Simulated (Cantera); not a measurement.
## Transport properties of process gases

Gas mixture: 100 % C3H8, at 75.0 Torr, frozen composition.

Cantera's kinetic-theory transport with the Lennard-Jones parameters of GRI-Mech 3.0, ideal gas; thermal conductivity in the mixture-averaged form.

```
T (K)  ρ (kg/m³)  cp (J/kg/K)  μ (µPa s)  λ (mW/m/K)     Pr  D (cm²/s) N2  D (cm²/s) OH  D (cm²/s) CH4
-----  ---------  -----------  ---------  ----------  -----  ------------  ------------  -------------
400        0.133         2134       10.9        30.7  0.756          1.96          2.95           2.17
500        0.106         2549       13.3        44.9  0.754          2.92          4.38           3.25
600       0.0884         2917       15.5        59.8  0.755          4.02          6.01           4.49
700       0.0758         3237       17.5        75.0  0.757          5.24          7.83           5.89
800       0.0663         3512       19.4        90.1  0.757          6.59          9.84           7.42
900       0.0589         3749       21.2         105  0.758          8.05          12.0           9.09
1000      0.0530         3960       23.0         120  0.759          9.63          14.3           10.9
```
D: mixture-averaged diffusion coefficient of that species in the mixture.
